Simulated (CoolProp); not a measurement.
Values from CoolProp's reference Helmholtz-energy equation of state, Schroeder 2014.

Problem. For ethanol, give the phase and the speed of sound (m/s), Joule-Thomson coefficient (K/MPa) at 540.5 K and 7.23 MPa; 540.5 K and 9.64 MPa; 540.5 K and 13.3 MPa.

Solution. 
- 540.5 K and 7.23 MPa: supercritical; speed of sound 226, Joule-Thomson coefficient 9.62
- 540.5 K and 9.64 MPa: supercritical; speed of sound 205, Joule-Thomson coefficient 4.92
- 540.5 K and 13.3 MPa: supercritical; speed of sound 332, Joule-Thomson coefficient 1.55
